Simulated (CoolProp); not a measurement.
Computed with CoolProp (reference Helmholtz-energy equation of state, Wu 2011).

### Question
For dimethyl ether, give the phase and the Z, cp (kJ/(kg K)), speed of sound (m/s), expansivity (1/kK) at 51.45 °C and 3.34 bar; 51.45 °C and 16.7 bar; 51.45 °C and 26.7 bar.

### Answer
- 51.45 °C and 3.34 bar: gas; Z 0.954, cp 1.59, speed of sound 249, expansivity 3.62
- 51.45 °C and 16.7 bar: liquid; Z 0.0462, cp 2.60, speed of sound 724, expansivity 3.12
- 51.45 °C and 26.7 bar: liquid; Z 0.0735, cp 2.58, speed of sound 738, expansivity 3.02
